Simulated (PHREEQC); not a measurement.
Consider water at 25 °C with 0.012 mol/kgw HF, 0.28 mol/kgw KF and 0.17 mol/kgw H3PO4. Closed to the air; pH follows from the charge balance.

Computed with PHREEQC (ion-association model, phreeqc.dat).

No solid was allowed to form.

**Question.** Order these F species by the share of F that they hold, largest first: F-, HF2-, HF.

**Answer.** HF (41 %), F- (31 %), HF2- (28 %)

The pH is 2.87 and the ionic strength 0.282 mol/kgw. Complexes and solids missing from the database can't appear.
